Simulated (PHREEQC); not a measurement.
TMAH is added in steps, without added water, to 1 kg of water holding 0.004 mol NH4Cl and 0.0032 mol Na2CO3, at 25 °C. O2 is buffered at 0.21 atm. The system is closed to CO2. Only these solids could form: Halite, Nahcolite, Natron.

Base run: PHREEQC, ion-association model, wateq4f.dat. Each further column changes one thing. The table gives pH.

```csv
TMAH added (mol),base,temperature from 25 to 40 °C,diluted 5-fold with water,no solid may form
0,9.54,9.19,___,9.54
0.002,10.14,9.87,11.08,10.14
0.004,10.80,10.46,11.47,10.80
0.006,11.30,10.87,___,11.30
0.008,11.56,11.11,11.81,11.56
0.01,11.72,11.27,___,11.72
0.012,11.84,11.39,___,11.84
0.014,11.94,11.48,___,11.94
0.016,12.01,11.56,___,12.01
```

Question: Complete the blanks.

Answer: 
- 0, diluted 5-fold with water: 9.51
- 0.006, diluted 5-fold with water: 11.68
- 0.01, diluted 5-fold with water: 11.91
- 0.012, diluted 5-fold with water: 12.00
- 0.014, diluted 5-fold with water: 12.06
- 0.016, diluted 5-fold with water: 12.12

(CH3)4N+ isn't in the database: it is added as a free cation with an ion size of 4 Å. Constants without temperature data keep their 25 °C values here.
